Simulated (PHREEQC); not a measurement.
Brine: speciation

Consider water at 20 °C with 0.33 mol/kgw MgSO4, 0.052 mol/kgw K2SO4 and 0.0003 mol/kgw H4SiO4. Closed to the air; pH follows from the charge balance.

All values are PHREEQC results (Pitzer model, pitzer.dat), not measurements.

This is a speciation only: nothing precipitates in the calculation.

Q: Estimate the pH, activity of water.

A: pH 6.67; activity of water 0.992.

In brines, pH and single-ion activities rest on the MacInnes convention.
